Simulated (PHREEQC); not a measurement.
Make-up at 25 °C: 0.0095 mol Cu(NO3)2, 0.00021 mol H2SO4 and 0.023 mol KCl per kg of water. Closed to the air; pH follows from the charge balance.

Equilibrium calculation in PHREEQC: ion-association model, phreeqc.dat.

Precipitation was switched off in this run.

Question: What pH does the model give?

Answer: pH 3.45.

Question: In which forms is Cl present?

Answer: Cl- 99 %, CuCl+ 1.2 % of the Cl.

Complexes and solids missing from the database can't appear.
